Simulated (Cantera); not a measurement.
Input: 1 mol Si₃H₈, 9.3 mol H₂, held at 1427 °C and 1.35 Torr.

Equilibrium computed with Cantera from the NASA thermochemical tables; the gas is ideal and each condensed phase is pure. Candidate condensed phases: Si; 9 gas species. The feed counts by its element totals alone. Gases not in the tables: Si₂H₆ and higher silanes. Equilibrium is a limit: real reactors are often held back by kinetics, nucleation or transport.

Base state: H₂ 0.996, H 0.00347, Si 0.000377, SiH 2.47e-5, SiH₂ 1.41e-5 (mole fractions); condensed: Si(l).

**Question.** What changes in the equilibrium state with this change: temperature from 1427 °C to 1277 °C?

**Answer.** 
```
species       before     after
----------  --------  --------
H₂             0.996     0.999
H            0.00347  0.000742
Si          0.000377   1.85e-5
SiH          2.47e-5   2.06e-6
SiH₂         1.41e-5   2.79e-6
Si(l), mol      2.99         0
Si(s), mol         0      3.00
```
